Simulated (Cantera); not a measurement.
A closed system holds: 1 mol toluene, 2.5 mol NH3, 0.88 mol N2, 0.18 mol CO2, at 0.560 bar.

These are equilibrium values from Cantera (NASA tables, ideal gas, pure condensed phases), not measurements of a reactor. Candidate condensed phases: C, C6H6, C7H8, C8H18, H2O; 136 gas species. Kinetics and transport are ignored. All values below are at 475 °C.

Base state: H2 0.392, CH4 0.286, N2 0.276, H2O 0.0421, CO 0.00199, CO2 0.00133, NH3 0.000378 (mole fractions); condensed: C(graphite).

### Question
What changes in the equilibrium state with this change: toluene replaced by C3H8?

### Answer
```csv
species,before,after
H2,0.392,0.392
CH4,0.286,0.286
N2,0.276,0.276
NH3,0.000378,0.000378
H2O,0.0421,0.0421
CO,0.00199,0.00199
CO2,0.00133,0.00133
"C(graphite), mol",4.95,0.955
```

### Question
What changes in the equilibrium state with this change: pressure from 0.560 bar to 27.0 bar?

### Answer
```tsv
species	before	after
CH4	0.286	0.536
N2	0.276	0.330
H2	0.392	0.0774
H2O	0.0421	0.0534
C2H6	1.97e-6	3.52e-5
CO	0.00199	0.000265
NH3	0.000378	0.00175
CO2	0.00133	0.00114
C(graphite), mol	4.95	3.72
```
